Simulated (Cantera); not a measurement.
# Low-pressure radical oxidation in H2/O2

An isothermal, constant-pressure homogeneous reactor starts with 7.48 % H₂, 88.0 % O₂, 4.49 % H₂O, equivalence ratio 0.043, at 1348 K and 0.0148 atm.

Computed with Cantera and the H2/O2 subset of GRI-Mech 3.0, which has no nitrogen chemistry. Radical loss at walls, strong at low pressure, is not modelled. The temperature is held fixed by assumption; the heat of reaction is taken as removed at once.

| t (s) | x H₂ | x O₂ | x H₂O | x H | x H₂O₂ | x OH |
|---|---|---|---|---|---|---|
| 5.00e-5 | 0.0748 | 0.880 | 0.0449 | 2.83e-8 | 2.44e-11 | 2.33e-8 |
| 0.000178 | 0.0748 | 0.880 | 0.0449 | 2.70e-7 | 3.02e-10 | 3.36e-7 |
| 0.000637 | 0.0736 | 0.879 | 0.0457 | 0.000320 | 5.56e-9 | 0.000411 |
| 0.00227 | 0.00269 | 0.826 | 0.106 | 0.0137 | 1.67e-7 | 0.00886 |
| 0.00812 | 0.00219 | 0.836 | 0.110 | 0.00974 | 1.65e-7 | 0.00803 |
| 0.0290 | 0.00110 | 0.856 | 0.117 | 0.00328 | 1.43e-7 | 0.00574 |
| 0.103 | 0.000214 | 0.871 | 0.122 | 0.000273 | 7.78e-8 | 0.00256 |
| 0.369 | 2.40e-5 | 0.875 | 0.124 | 1.02e-5 | 2.53e-8 | 0.000859 |
| 1.32 | 3.16e-6 | 0.875 | 0.124 | 4.91e-7 | 7.01e-9 | 0.000313 |
| 4.71 | 5.92e-7 | 0.876 | 0.124 | 4.00e-8 | 2.11e-9 | 0.000136 |
| 16.8 | 2.31e-7 | 0.876 | 0.124 | 9.79e-9 | 1.15e-9 | 8.48e-5 |
| 60.0 | 2.16e-7 | 0.876 | 0.124 | 8.83e-9 | 1.11e-9 | 8.20e-5 |
x: mole fraction; the columns are a selection and need not sum to one.

Equilibrium at this temperature and pressure: H₂ 2.16e-7, O₂ 0.876, H₂O 0.124, H 8.83e-9, H₂O₂ 1.11e-9, OH 8.20e-5 (gas phase only).
